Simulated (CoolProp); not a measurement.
2000 sccm (0 °C, 1 atm) of nitrogen bubbles through liquid toluene at 320.2 K and leaves saturated at a total pressure of 0.15 MPa (ideal gas phase). Each further row changes one setting.

Computed with CoolProp (reference Helmholtz-energy equation of state, Lemmon 2006). It is a short technical equation, of lower accuracy than the large ones.

```tsv
case	vapour pressure (kPa)	mole fraction of vapour	delivery (mg/min)	delivery (sccm)	change of delivery for a bath 1 K warmer (%)
as stated	10.8	0.0721	639	155	4.8
bath temperature 325.2 K	13.4	0.0893	807	196	4.7
total pressure 0.3 MPa	10.8	0.0361	308	74.8	4.6
```
